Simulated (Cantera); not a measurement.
# Ignition delay

Mixture: 9.07 % CH₄, 2.27 % C₂H₆, 18.6 % O₂, 70.1 % N₂, equivalence ratio 1.4, at 7500 Torr, adiabatic and at constant volume. Ignition delay is the time to a rise of 400 K.

Cantera simulation using GRI-Mech 3.0 (53 species, 325 reactions); the numbers are that mechanism's predictions, not measurements.

| T0 (K) | delay (ms) |
|---|---|
| 1125 | 2.02 |
| 1225 | 0.448 |
| 1325 | 0.134 |
| 1425 | 0.0511 |
| 1525 | 0.0230 |
| 1625 | 0.0114 |

```json
{
 "apparent activation energy between 1425 and 1625 K": "140 kJ/mol"
}
```
